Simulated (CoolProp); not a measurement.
Vapour pressure (MPa) of dimethyl carbonate: the reference equation beside estimates from Tc = 557.0 K, pc = 4.909 MPa, ω = 0.346. Clausius-Clapeyron is anchored at 320 K with a constant enthalpy of vaporisation of 36.46 kJ/mol.

Computed with CoolProp (reference Helmholtz-energy equation of state, Zhou 2011).

```json
[
 {"T (K)": "298.8", "reference": "0.007511", "Clausius-Clapeyron": "0.007691", "van der Waals": "0.2164", "Redlich-Kwong": "0.02794", "Soave-Redlich-Kwong": "0.007063", "Peng-Robinson": "0.007518"},
 {"T (K)": "320", "reference": "0.02034", "Clausius-Clapeyron": "0.02034", "van der Waals": "0.3304", "Redlich-Kwong": "0.06276", "Soave-Redlich-Kwong": "0.01942", "Peng-Robinson": "0.02021"},
 {"T (K)": "341.2", "reference": "0.04750", "Clausius-Clapeyron": "0.04765", "van der Waals": "0.4801", "Redlich-Kwong": "0.1245", "Soave-Redlich-Kwong": "0.04605", "Peng-Robinson": "0.04712"},
 {"T (K)": "362.5", "reference": "0.09891", "Clausius-Clapeyron": "0.1014", "van der Waals": "0.6713", "Redlich-Kwong": "0.2248", "Soave-Redlich-Kwong": "0.09726", "Peng-Robinson": "0.09826"},
 {"T (K)": "383.7", "reference": "0.1866", "Clausius-Clapeyron": "0.1979", "van der Waals": "0.9063", "Redlich-Kwong": "0.3744", "Soave-Redlich-Kwong": "0.1858", "Peng-Robinson": "0.1860"},
 {"T (K)": "404.9", "reference": "0.3258", "Clausius-Clapeyron": "0.3600", "van der Waals": "1.190", "Redlich-Kwong": "0.5856", "Soave-Redlich-Kwong": "0.3283", "Peng-Robinson": "0.3263"},
 {"T (K)": "426.1", "reference": "0.5340", "Clausius-Clapeyron": "0.6170", "van der Waals": "1.525", "Redlich-Kwong": "0.8704", "Soave-Redlich-Kwong": "0.5434", "Peng-Robinson": "0.5378"},
 {"T (K)": "447.3", "reference": "0.8311", "Clausius-Clapeyron": "1.005", "van der Waals": "1.915", "Redlich-Kwong": "1.240", "Soave-Redlich-Kwong": "0.8526", "Peng-Robinson": "0.8418"},
 {"T (K)": "468.6", "reference": "1.242", "Clausius-Clapeyron": "1.569", "van der Waals": "2.365", "Redlich-Kwong": "1.709", "Soave-Redlich-Kwong": "1.281", "Peng-Robinson": "1.264"},
 {"T (K)": "489.8", "reference": "1.788", "Clausius-Clapeyron": "2.353", "van der Waals": "2.874", "Redlich-Kwong": "2.282", "Soave-Redlich-Kwong": "1.851", "Peng-Robinson": "1.827"}
]
```

Absolute difference from the reference over all 10 rows, mean and median: Clausius-Clapeyron 11.6 and 8.3 %, van der Waals 691.3 and 325.5 %, Redlich-Kwong 112.8 and 90.2 %, Soave-Redlich-Kwong 2.7 and 2.8 %, Peng-Robinson 0.9 and 0.7 %.
